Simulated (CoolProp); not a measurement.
Vapour-liquid equilibrium of R113 (1) + acetone (2) at 0.0143 MPa; x and y are mole fractions of (1).

Values from CoolProp's multi-fluid Helmholtz-energy mixture model, Marx 1992 and Lemmon 2006; pair parameters Bell 2016.

```csv
x,"bubble temperature, mixture model (°C)","bubble temperature, Raoult's law (°C)","y, mixture model","y, Raoult's law"
0.05,5.3,7.9,0.185,0.076
0.2,0.1,6.2,0.452,0.282
0.35,-2.1,4.7,0.563,0.460
0.5,-3.0,3.3,0.627,0.615
0.65,-3.4,1.9,0.682,0.749
0.8,-3.3,0.6,0.757,0.866
0.95,-2.1,-0.6,0.907,0.969
```

The largest gap from Raoult's law is -6.8 K in bubble temperature, at x = 0.35. y crosses x between x = 0.65 and 0.8: the model has an azeotrope there.

Pair parameters are fitted to limited data, so mixtures are less certain than the pure fluids.
